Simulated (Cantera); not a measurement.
Feed: 1 mol CuO, 1.1 mol C, 0.16 mol H2, held at 1.33 mbar.

Equilibrium computed with Cantera from the NASA thermochemical tables; the gas is ideal and each condensed phase is pure. Candidate condensed phases: C, C6H6, C7H8, C8H18, Cu, CuO, Cu(OH)2, Cu2O, H2O; 113 gas species. The numbers say what is thermodynamically allowed, not how fast it happens. All values below are at 1950 °C.

Base state: CO 0.454, Cu 0.454, H2 0.0524, H 0.0401, C2H2 (acetylene) 0.000152, Cu2 8.06e-5 (mole fractions); condensed: C(graphite).

Problem. What changes in the equilibrium state with this change: H2 from 0.16 to 3.4 mol?

Solution. 
```
species             before    after
----------------  --------  -------
H2                  0.0524    0.525
CO                   0.454    0.173
Cu                   0.454    0.173
H                   0.0401    0.127
C2H2 (acetylene)  0.000152  0.00152
Cu2                8.06e-5  1.18e-5
C2H                4.30e-6  1.36e-5
C(graphite), mol    0.0993   0.0822
```
